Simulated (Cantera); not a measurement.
Feed: 1 mol TiO2, 1.8 mol CH4, 8.4 mol H2, at 1600 °C and 75.0 Torr.

These are equilibrium values from Cantera (NASA tables, ideal gas, pure condensed phases), not measurements of a reactor. Candidate condensed phases: C, C6H6, C7H8, C8H18, H2O, Ti, TiC, TiO, TiO2, Ti2O3, Ti3O5, Ti4O7; 113 gas species. Mutual solubility and eutectic melting of coexisting phases are not modelled. TiC: taken at fixed stoichiometry. The numbers say what is thermodynamically allowed, not how fast it happens.

Base state: H2 0.902, CO 0.0962, H 0.00194, H2O 0.000144 (mole fractions); condensed: TiC(s) + Ti2O3(s).

What changes in the equilibrium state with this change: temperature from 1600 °C to 1375 °C?


```json
[
 {"species": "H2", "before": "0.902", "after": "0.903"},
 {"species": "CO", "before": "0.0962", "after": "0.0963"},
 {"species": "H", "before": "0.00194", "after": "0.000268"},
 {"species": "H2O", "before": "0.000144", "after": "0.000124"},
 {"species": "TiC(s), mol", "before": "0.521", "after": "0.521"},
 {"species": "Ti2O3(s), mol", "before": "0.240", "after": "0.240"}
]
```
